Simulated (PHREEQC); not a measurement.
A PHREEQC input (ion-association model, phreeqc.dat):

```
SOLUTION 1
  temp 25
  units mg/L
  pH 6.45
  pe 10.2
  Na 0.156
  K 0.0999
  Ca 3.63
  Mg 0.297
  Cl 2.54
  S(6) 0.504 as SO4
  Alkalinity 7.89 as HCO3 charge
  Zn 0.00474
  Si 0.291 as SiO2
END
USE solution 1
EQUILIBRIUM_PHASES 1
  Quartz 0 0.5
  CO2(g) -2.5 10
END
```

It stops with these messages:

```
ERROR: Alkalinity cannot be used with charge balance or solution phase boundary constraints.
ERROR: Program terminating due to input errors.
```

The fault: charge balance asked on alkalinity. The line should read `as HCO3` where the input has `as HCO3 charge`. With the mend the run ends at pH 6.42 and ionic strength 0.000321 mol/kgw.
